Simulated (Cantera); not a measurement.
Feed: 1 mol borazine, 0.17 mol O2, 99 mol H2, at 1625 K and 0.100 bar.

Cantera equilibrium calculation (NASA polynomials, part measured and part estimated; ideal gas, pure solids and liquids). Candidate condensed phases: B, BN, B2O3, B3O3H3, H2O; 39 gas species. The feed counts by its element totals alone. The numbers say what is thermodynamically allowed, not how fast it happens.

Base state: H2 0.995, HBO 0.00265, N2 0.00150, H 0.000223, HBO2 0.000208, H2O 8.70e-5, B2O2 3.86e-5, B2O3 2.51e-5 (mole fractions); condensed: BN(s).

Task: What changes in the equilibrium state with this change: temperature from 1625 K to 2100 K?

Result: 
```
species       before     after
----------  --------  --------
H2             0.995     0.981
H           0.000223   0.00976
N2           0.00150   0.00487
HBO          0.00265   0.00287
B2O3         2.51e-5   2.21e-8
BH2          9.09e-7  0.000793
HBO2        0.000208   4.82e-7
BH3          9.37e-8   1.41e-5
H2O          8.70e-5   1.27e-6
BN(s), mol      2.69      1.99
B(s), mol          0     0.581
```
Mutual solubility and eutectic melting of coexisting phases are not modelled. The tables' values for BH2 are old estimates; treat these amounts as uncertain. Gases not in the tables: B2H6 and higher boranes.

Task: What changes in the equilibrium state with this change: pressure from 0.100 bar to 1.80 mbar?

Result: 
```tsv
species	before	after
H2	0.995	0.993
HBO	0.00265	0.00309
N2	0.00150	0.00166
H	0.000223	0.00166
H2O	8.70e-5	1.91e-6
HBO2	0.000208	5.33e-6
BN(s), mol	2.69	2.66
```

Task: What changes in the equilibrium state with this change: O2 from 0.17 to 0.31 mol?

Result: 
```tsv
species	before	after
H2	0.995	0.992
HBO	0.00265	0.00405
N2	0.00150	0.00256
B2O3	2.51e-5	0.000117
HBO2	0.000208	0.000633
B2O2	3.86e-5	9.01e-5
H2O	8.70e-5	0.000173
BN(s), mol	2.69	2.47
```
